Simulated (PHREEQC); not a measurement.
**Alkaline etch or developer**

Solution (55 °C): 0.028 mol/kgw NaOH and 0.00063 mol/kgw NaAlO2. It is in equilibrium with CO2 at log p = -3.4 (atm). Otherwise closed; pH follows from the charge balance.

The numbers come from PHREEQC with the ion-association model, phreeqc.dat.

The pH is 9.45 and the ionic strength is 0.0287 mol/kgw. The specific conductance comes out as 3790 µS/cm and the total alkalinity comes out as 30.5 meq/kg.

| species | molality | activity | log γ |
|---|---|---|---|
| Na+ | 0.0248 | 0.0210 | -0.072 |
| HCO3- | 0.0123 | 0.0104 | -0.070 |
| CO3-2 | 0.00393 | 0.00206 | -0.280 |
| NaCO3- | 0.00377 | 0.00318 | -0.074 |
| Al(OH)4- | 0.000630 | 0.000533 | -0.073 |
| OH- | 0.000248 | 0.000208 | -0.076 |
| NaHCO3 | 0.000105 | 0.000105 | 0.003 |
| CO2 | 7.05e-6 | 7.10e-6 | 0.003 |
| Al(OH)3 | 5.25e-8 | 5.29e-8 | 0.003 |

This is a speciation only: nothing precipitates in the calculation. Examples of supersaturated solids here: Gibbsite (slow to form). Others may be too. Species that the database lacks are ignored. At this temperature some constants are extrapolated from 25 °C, and those without enthalpy data are left unchanged.
